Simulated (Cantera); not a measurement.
Charge: 1 mol CsCl, 0.47 mol HF, 0.11 mol N₂, equilibrated at 1725 K and 1.00 Torr.

Method: chemical equilibrium by Gibbs-energy minimisation in Cantera with the NASA 1993 tables (ideal gas, pure condensed phases). Candidate condensed phases: Cs, CsCl, CsF, NH₄Cl; 32 gas species. Rates play no part.

Base state: CsCl 0.587, HF 0.253, N₂ 0.0695, CsF 0.0439, HCl 0.0403, Cl 0.00387, H₂ 0.00168, Cs 0.000307 (mole fractions); condensed: gas only.

### Question
What changes in the equilibrium state with this change: temperature from 1725 K to 1850 K?

### Answer
```csv
species,before,after
CsCl,0.587,0.577
HF,0.253,0.244
N₂,0.0695,0.0693
CsF,0.0439,0.0516
HCl,0.0403,0.0442
H,0.000209,0.000850
F,3.54e-6,1.33e-5
Cs,0.000307,0.00111
```

### Question
What changes in the equilibrium state with this change: pressure from 1.00 Torr to 8.25 Torr?

### Answer
```tsv
species	before	after
CsCl	0.587	0.588
HF	0.253	0.254
N₂	0.0695	0.0696
Cl	0.00387	0.00190
HCl	0.0403	0.0413
CsF	0.0439	0.0431
Cs₂Cl₂	5.34e-5	0.000443
Cs	0.000307	7.60e-5
```
